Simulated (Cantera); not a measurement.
**Equilibrium for nitride etching: BN + Cl₂ + N₂**

Feed: 1 mol BN, 0.72 mol Cl₂, 8 mol N₂, equilibrated at 1600 K and 750 Torr.

Equilibrium computed with Cantera from the NASA thermochemical tables; the gas is ideal and each condensed phase is pure. Candidate condensed phases: B, BN; 10 gas species. The tables' values for BCl₂ are old estimates; treat these amounts as uncertain. Rates play no part.

```yaml
x(N₂): 0.945
x(BCl₃): 0.0549
x(Cl): 0.000205
x(BCl₂): 5.61e-5
x(Cl₂): 3.49e-6
n(BN(s)): 0.520 mol
gas_amount: 8.721 mol
log10 activity of B(s) (absent): -3.58
```
